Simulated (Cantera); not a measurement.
A perfectly stirred reactor is fed with H2 : O2 : N2 : NO = 1 : 0.455 : 1.64 : 0.0061 (molar parts), at 35000 Pa; it is adiabatic with a 500 K inlet, and is followed from long to short residence time, starting on the burning branch (τ in s: 0.31, 0.11, 0.039, 0.013, 0.0047, 0.0017, 0.00058, 0.0002, 7.1e-05, 2.5e-05).

Model: GRI-Mech 3.0 (53 species, 325 reactions), integrated in Cantera. The mechanism lacks 2 NO + O2 → 2 NO2 and HONO, so NO2 and the effect of NO are under-described below about 1400 K.

Problem. What does this change do: H2 1 to 1.5 parts?

Solution. 
```tsv
quantity	before	after
blow-out, bracketed by the residence times tried	burning at 71.0 µs, out at 25.0 µs	burning at 71.0 µs, out at 25.0 µs
x(H2) at τ = 0.310 s	0.0454	0.181
x(O2) at τ = 0.310 s	0.00420	7.65e-5
x(NO) at τ = 0.310 s	0.00269	0.000432
x(H) at τ = 0.310 s	0.00849	0.0103
x(N2) at τ = 0.310 s	0.610	0.519
x(H2) at τ = 1.70 ms	0.0610	0.162
x(O2) at τ = 1.70 ms	0.0151	0.00196
x(NO) at τ = 1.70 ms	0.00223	0.00180
x(H) at τ = 1.70 ms	0.0362	0.0582
x(N2) at τ = 1.70 ms	0.589	0.502
```
